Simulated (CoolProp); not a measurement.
Fluorine along the isotherm -113.85 °C: density (kg/m³) from the reference equation and from simpler models built on Tc = -128.7 °C, pc = 52.40 bar, ω = 0.045; each cubic takes its own stable root.

Computed with CoolProp (reference Helmholtz-energy equation of state, de Reuck 1990).

```json
[
 {"p (bar)": "0.632", "phase": "gas", "reference": "1.818", "ideal gas": "1.813", "van der Waals": "1.818", "Soave-Redlich-Kwong": "1.819"},
 {"p (bar)": "1.02", "phase": "gas", "reference": "2.940", "ideal gas": "2.926", "van der Waals": "2.940", "Soave-Redlich-Kwong": "2.941"},
 {"p (bar)": "1.65", "phase": "gas", "reference": "4.770", "ideal gas": "4.733", "van der Waals": "4.769", "Soave-Redlich-Kwong": "4.772"},
 {"p (bar)": "2.67", "phase": "gas", "reference": "7.755", "ideal gas": "7.660", "van der Waals": "7.753", "Soave-Redlich-Kwong": "7.761"},
 {"p (bar)": "4.31", "phase": "gas", "reference": "12.62", "ideal gas": "12.36", "van der Waals": "12.61", "Soave-Redlich-Kwong": "12.63"},
 {"p (bar)": "6.96", "phase": "gas", "reference": "20.64", "ideal gas": "19.97", "van der Waals": "20.62", "Soave-Redlich-Kwong": "20.68"},
 {"p (bar)": "11.2", "phase": "gas", "reference": "33.95", "ideal gas": "?", "van der Waals": "33.89", "Soave-Redlich-Kwong": "34.03"},
 {"p (bar)": "18.2", "phase": "gas", "reference": "57.37", "ideal gas": "52.21", "van der Waals": "57.18", "Soave-Redlich-Kwong": "57.53"},
 {"p (bar)": "29.4", "phase": "gas", "reference": "99.49", "ideal gas": "?", "van der Waals": "98.95", "Soave-Redlich-Kwong": "99.76"},
 {"p (bar)": "47.4", "phase": "gas", "reference": "?", "ideal gas": "136.0", "van der Waals": "?", "Soave-Redlich-Kwong": "185.3"},
 {"p (bar)": "76.6", "phase": "supercritical", "reference": "?", "ideal gas": "219.7", "van der Waals": "475.8", "Soave-Redlich-Kwong": "?"},
 {"p (bar)": "124", "phase": "supercritical", "reference": "838.6", "ideal gas": "355.7", "van der Waals": "703.0", "Soave-Redlich-Kwong": "772.2"},
 {"p (bar)": "200", "phase": "supercritical", "reference": "1003", "ideal gas": "?", "van der Waals": "?", "Soave-Redlich-Kwong": "962.2"}
]
```

Q: Fill in the missing entries.

A: 
- 11.2, ideal gas: 32.13
- 29.4, ideal gas: 84.34
- 47.4, reference: 185.0
- 47.4, van der Waals: 184.9
- 76.6, reference: 439.0
- 76.6, Soave-Redlich-Kwong: 425.1
- 200, ideal gas: 573.8
- 200, van der Waals: 812.3
